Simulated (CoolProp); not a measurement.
Computed with CoolProp (reference Helmholtz-energy equation of state, Thol 2016).

**Question.** Give the vapour pressure (MPa), liquid density (kg/m³), vapour Z, surface tension (mN/m) of saturated hexamethyldisiloxane (MM) at 408.4 K.

**Answer.** 
```tsv
T (K)	p (MPa)	liquid density (kg/m³)	vapour Z	surface tension (mN/m)
408.4	0.251	630	0.880	6.39
```

Surface tension comes from a separate correlation (Mulero 2014), older than this fluid's equation and unchecked against measurements.
